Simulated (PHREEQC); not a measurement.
1 kg of water holding 0.29 mol/kgw K2SO4, 0.09 mol/kgw KHCO3 and 0.037 mol/kgw KCl is evaporated at 25 °C; the solids stay in contact with the brine. CO2 is held at log p = -3.4 (atm). Only these solids could form: Arcanite, Kalicinite, Misenite, Sylvite.

Equilibrium calculation in PHREEQC: Pitzer model, pitzer.dat.

```
water left (kg)  ionic strength  water activity  Arcanite (mol)  Kalicinite (mol)  Sylvite (mol)  C in solution (mol/kgw)  S in solution (mol/kgw)
---------------  --------------  --------------  --------------  ----------------  -------------  -----------------------  -----------------------
1                          1.02           0.986               0                 0              0                   0.0646                    0.290
0.676                      1.52           0.979               0                 0              0                   0.0913                    0.429
0.4568                     1.98           0.973          0.0415                 0              0                    0.130                    0.544
0.3088                     2.03           0.972           0.134                 0              0                    0.185                    0.505
0.2088                     2.13           0.969           0.195                 0              0                    0.264                    0.453
0.1413                     2.32           0.964           0.235                 0              0                    0.378                    0.387
0.09568                    2.65           0.956           0.260                 0              0                    0.543                    0.309
0.06486                    3.25           0.943           0.275                 0              0                    0.783                    0.228
0.05345                    3.69           0.933           0.280                 0              0                    0.940                    0.189
0.03635                    4.96           0.905           0.286                 0              0                     1.36                    0.119
0.02479                    6.96           0.857           0.288                 0              0                     1.98                   0.0632
0.01699                    9.96           0.779           0.290                 0              0                     2.89                   0.0268
0.0117                     12.9           0.714           0.290                 0         0.0167                     4.25                   0.0138
0.00801                    15.1           0.667           0.290            0.0136         0.0266                     5.33                  0.00905
0.005399                   15.1           0.667           0.290            0.0385         0.0300                     5.33                  0.00905
```

Arcanite from water left = 0.4568 kg (pH 9.75); Sylvite from water left = 0.01408 kg (pH 10.74); Kalicinite from water left = 0.00801 kg (pH 10.95).
